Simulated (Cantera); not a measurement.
Input (Python, Cantera):

```python
import numpy as np
import cantera as ct

gas = ct.Solution("gri30.yaml")
gas.TPX = 1325, 101325, {'N2O': 1}
reactor = ct.IdealGasConstPressureReactor(gas, energy="off", clone=False)
net = ct.ReactorNet([reactor])
net.rtol, net.atol = 1e-08, 1e-18
show = ['N2O', 'O2', 'NO2', 'O', 'NO', 'N2']
times = np.geomspace(0.0003, 200, 13)

steps = ct.SolutionArray(gas, extra=["t"])
rows = []
print(f"{'t/s':>10s}{'T/K':>9s}{'P/Pa':>11s}" + "".join(f"{s:>11s}" for s in show))
for t in times:
    while net.time < t:
        t_next = net.step()
        steps.append(gas.state, t=t_next)
    rows.append([np.interp(t, steps.t, y) for y in (steps.T, steps.P, *steps(*show).X.T)])
    print(f"{t:10.3e}{rows[-1][0]:9.1f}{rows[-1][1]:11.4g}" + "".join(f"{x:11.3e}" for x in rows[-1][2:]))
rate = np.gradient(steps.T, steps.t)
print("integrator steps:", len(steps.t))
if steps.T.max() > steps.T[0] + 200:
    print(f"time of steepest temperature rise: {steps.t[rate.argmax()]:.4e} s")
gas.TPX = 1325, 101325, {'N2O': 1}
gas.equilibrate("TP")
print(f"equilibrium (TP): T = {gas.T:.1f} K  " + "  ".join(f"{s} {gas[s].X[0]:.3e}" for s in show))
```

It prints:

```
       t/s      T/K       P/Pa        N2O         O2        NO2          O         NO         N2
 3.000e-04   1325.0  1.013e+05  9.977e-01  6.246e-04  1.202e-07  9.955e-06  2.384e-04  1.379e-03
 9.172e-04   1325.0  1.013e+05  9.931e-01  1.920e-03  1.053e-06  9.947e-06  7.322e-04  4.218e-03
 2.804e-03   1325.0  1.013e+05  9.792e-01  5.827e-03  7.844e-06  9.915e-06  2.216e-03  1.278e-02
 8.572e-03   1325.0  1.013e+05  9.382e-01  1.729e-02  4.188e-05  9.796e-06  6.538e-03  3.792e-02
 2.621e-02   1325.0  1.013e+05  8.275e-01  4.835e-02  1.465e-04  9.415e-06  1.806e-02  1.059e-01
 8.012e-02   1325.0  1.013e+05  5.856e-01  1.167e-01  3.683e-04  8.323e-06  4.216e-02  2.551e-01
 2.449e-01   1325.0  1.013e+05  2.528e-01  2.132e-01  6.364e-04  5.638e-06  7.067e-02  4.627e-01
 7.489e-01   1325.0  1.013e+05  4.257e-02  2.783e-01  7.522e-04  1.681e-06  8.045e-02  5.979e-01
 2.289e+00   1325.0  1.013e+05  7.052e-04  2.925e-01  9.025e-04  1.768e-07  7.977e-02  6.262e-01
 6.999e+00   1325.0  1.013e+05  1.829e-06  2.927e-01  9.261e-04  1.492e-07  7.968e-02  6.267e-01
 2.140e+01   1325.0  1.013e+05  1.819e-06  2.928e-01  9.246e-04  1.492e-07  7.954e-02  6.267e-01
 6.542e+01   1325.0  1.013e+05  1.800e-06  2.930e-01  9.203e-04  1.492e-07  7.914e-02  6.269e-01
 2.000e+02   1325.0  1.013e+05  1.746e-06  2.936e-01  9.071e-04  1.494e-07  7.792e-02  6.276e-01
integrator steps: 1158
equilibrium (TP): T = 1325.0 K  N2O 3.279e-08  O2 3.331e-01  NO2 6.704e-06  O 1.589e-07  NO 5.406e-04  N2 6.664e-01
```

Detailed kinetics in Cantera: GRI-Mech 3.0 (53 species, 325 reactions). GRI-Mech 3.0 was tuned for natural gas; its chemistry of N2O as a main component is partial and can be far from experiment. The mechanism lacks the step 2 NO + O2 → 2 NO2, which can matter for NO2 below about 1400 K. The temperature is held fixed by assumption; the heat of reaction is taken as removed at once.
